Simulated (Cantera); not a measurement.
A perfectly stirred reactor is fed with 81.6 % CH4, 5.31 % H2O, 13.1 % H2, at 9.87 atm; it is held at 1375 K, and followed from long to short residence time.

Computed with Cantera and GRI-Mech 3.0 (53 species, 325 reactions). GRI-Mech 3.0 stops at C3 and has no aromatics, soot or wall deposition, so with more carbon than oxygen in the feed, carbon stays in small species such as C2H2 where larger ones or solid carbon would form.

One state of this run: x CH4 = 0.789; x H2O = 0.0525; x H2 = 0.149; x HO2 = <1e-12; x CO2 = 1.33e-8. x: mole fraction; the columns are a selection and need not sum to one.

Which value of τ (s) does it belong to?
A. 0.32
B. 1.1
C. 0.61
D. 0.091

D, 0.091
